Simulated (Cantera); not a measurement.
Feed: 1 mol H2S, 0.068 mol H2O, 0.27 mol H2, at 1.33 mbar.

These are equilibrium values from Cantera (NASA tables, ideal gas, pure condensed phases), not measurements of a reactor. Candidate condensed phases: H2O, H2SO4, S; 19 gas species. Rates play no part. All values below are at 1973 K.

Base state: H2 0.643, S2 0.225, S 0.0345, H 0.0296, H2O 0.0260, SH 0.0256, SO 0.00826, H2S 0.00708 (mole fractions); condensed: gas only.

Problem. What changes in the equilibrium state with this change: H2O from 0.068 to 2.5 mol?

Solution. 
```json
[
 {"species": "H2", "before": "0.643", "after": "0.462"},
 {"species": "H2O", "before": "0.0260", "after": "0.327"},
 {"species": "SO2", "before": "0.000675", "after": "0.0767"},
 {"species": "S2", "before": "0.225", "after": "0.0306"},
 {"species": "SO", "before": "0.00826", "after": "0.0535"},
 {"species": "SH", "before": "0.0256", "after": "0.00801"},
 {"species": "S", "before": "0.0345", "after": "0.0127"},
 {"species": "H", "before": "0.0296", "after": "0.0251"},
 {"species": "O2", "before": "6.73e-8", "after": "2.07e-5"},
 {"species": "O", "before": "3.85e-6", "after": "6.76e-5"},
 {"species": "OH", "before": "0.000114", "after": "0.00169"},
 {"species": "H2S", "before": "0.00708", "after": "0.00188"},
 {"species": "S2O", "before": "7.49e-5", "after": "0.000179"}
]
```

Problem. What changes in the equilibrium state with this change: H2S replaced by HF?

Solution. 
| species | before | after |
|---|---|---|
| HF | 0 | 0.741 |
| H2 | 0.643 | 0.192 |
| H2O | 0.0260 | 0.0500 |
| S2 | 0.225 | 0 |
| S | 0.0345 | 0 |
| SH | 0.0256 | 0 |
| H | 0.0296 | 0.0162 |
| SO | 0.00826 | 0 |
| H2S | 0.00708 | 0 |
| SO2 | 0.000675 | 0 |
| S2O | 7.49e-5 | 0 |
| F | 0 | 2.30e-5 |
